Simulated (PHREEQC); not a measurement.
PHREEQC input (ion-association model, wateq4f.dat):

```
SOLUTION_SPECIES
  PO4-3 + 3H+ = H3PO4  # constants of phreeqc.dat
    -log_k 21.721
    -delta_h -10.1 kJ
SOLUTION 1
  temp 40
  units mol/kgw
  pH 7 charge
  P 0.16
  Na 0.1674
  S(6) 0.0037
SOLUTION 2
  temp 40
  units mol/kgw
  pH 7 charge
  P 0.0061
  C(4) 0.018
  Na 0.036
END
SELECTED_OUTPUT 1
  -reset false
  -pH true
  -pe true
  -ionic_strength true
  -water true
  -totals C Na P S C(-4) C(4) S(-2) S(6)
  -molalities H+ CO3-2 Na+ PO4-3 SO4-2 HPO4-2 H2PO4- NaHPO4- CO2 HCO3-
    NaCO3- NaHCO3 NaSO4- HSO4- H2S HS- S-2 O2 OH- H3PO4
  -equilibrium_phases Mirabilite Nahcolite Natron
PRINT
  -reset false
MIX 1
  1 1
  2 0
EQUILIBRIUM_PHASES 1
  Mirabilite 0 0
  Nahcolite 0 0
  Natron 0 0
  O2(g) -0.68 10
END
# ... the last block is repeated for the other 20 points of share of solution B
```

Selected output (columns that matter, 21 of 21 rows; share of solution B added in front):

```
share of solution B	pH	mu	C	Na	P	S	m_H+	m_CO3-2	m_Na+	m_SO4-2	m_HPO4-2	m_H2PO4-	m_CO2	m_HCO3-
0	4.436	0.1702	0	0.1674	0.16	0.0037	4.5819e-05	0	0.16654	0.0029	0.00071327	0.15848	0	0
0.05	4.817	0.16434	0.00089999	0.16083	0.1523	0.0035149	1.9023e-05	3.596e-10	0.15993	0.002774	0.0016106	0.15025	0.0008591	3.8987e-05
0.1	5.0798	0.15872	0.0017999	0.15426	0.14461	0.0033299	1.0369e-05	2.2965e-09	0.15331	0.0026451	0.0027512	0.14145	0.0016564	0.00013712
0.15	5.2654	0.15312	0.0026999	0.14768	0.13691	0.0031449	6.75e-06	7.675e-09	0.14669	0.0025144	0.0039155	0.13255	0.0023847	0.00030151
0.2	5.4102	0.14751	0.0035998	0.14111	0.12921	0.0029598	4.8273e-06	1.8818e-08	0.14007	0.002382	0.005048	0.12366	0.0030419	0.00053456
0.25	5.5313	0.14185	0.0044997	0.13454	0.12152	0.0027748	3.6452e-06	3.8647e-08	0.13346	0.0022481	0.0061312	0.11483	0.0036259	0.00083859
0.3	5.6377	0.13614	0.0053996	0.12797	0.11382	0.0025898	2.8472e-06	7.0901e-08	0.12686	0.0021125	0.007157	0.10605	0.0041343	0.0012163
0.35	5.7346	0.13037	0.0062995	0.1214	0.10613	0.0024048	2.2728e-06	1.2048e-07	0.12027	0.0019752	0.0081197	0.097348	0.0045643	0.0016708
0.4	5.8255	0.12454	0.0071994	0.11483	0.098431	0.0022198	1.8395e-06	1.9393e-07	0.11369	0.0018363	0.0090141	0.088723	0.0049123	0.0022059
0.45	5.9127	0.11865	0.0080992	0.10826	0.090736	0.0020348	1.501e-06	3.0026e-07	0.10712	0.0016955	0.0098352	0.080182	0.0051739	0.0028264
0.5	5.9984	0.11268	0.0089991	0.10169	0.083042	0.0018498	1.2289e-06	4.5222e-07	0.10055	0.0015529	0.010577	0.071729	0.0053439	0.0035376
0.55	6.0844	0.10664	0.009899	0.095121	0.075348	0.0016648	1.0054e-06	6.6851e-07	0.093994	0.0014083	0.011233	0.063374	0.0054159	0.0043463
0.6	6.1727	0.1005	0.010799	0.088551	0.067653	0.0014799	8.1807e-07	9.7778e-07	0.087447	0.0012617	0.011793	0.055124	0.0053818	0.0052611
0.65	6.2654	0.094273	0.011699	0.081982	0.059959	0.0012949	6.5863e-07	1.4264e-06	0.080909	0.001113	0.012249	0.046989	0.0052312	0.0062923
0.7	6.3658	0.08793	0.012599	0.075413	0.052265	0.0011099	5.2092e-07	2.095e-06	0.07438	0.00096197	0.012585	0.038985	0.0049508	0.0074537
0.75	6.4784	0.081456	0.013499	0.068844	0.044571	0.00092492	4.0036e-07	3.1374e-06	0.06786	0.0008086	0.012784	0.031128	0.0045227	0.0087634
0.8	6.6116	0.074826	0.014399	0.062276	0.036877	0.00073995	2.9338e-07	4.8903e-06	0.061349	0.00065269	0.012819	0.023444	0.0039216	0.010246
0.85	6.7823	0.068002	0.015299	0.055707	0.029183	0.00055497	1.9707e-07	8.2655e-06	0.054847	0.00049409	0.012652	0.015974	0.0031101	0.011939
0.9	7.038	0.060918	0.016199	0.049138	0.021489	0.00036999	1.0879e-07	1.6921e-05	0.048352	0.0003326	0.012216	0.0087821	0.0020283	0.013896
0.95	7.6509	0.053421	0.0171	0.042569	0.013795	0.000185	2.6355e-08	7.8361e-05	0.041835	0.000168	0.011337	0.0020469	0.00058038	0.016134
1	9.448	0.042979	0.018	0.036	0.0061	0	4.161e-10	0.0035333	0.033495	0	0.0058762	1.7743e-05	7.0846e-06	0.012135
```

H3PO4, which wateq4f.dat lacks, is added to it with the constant of phreeqc.dat. Constants without temperature data keep their 25 °C values here.
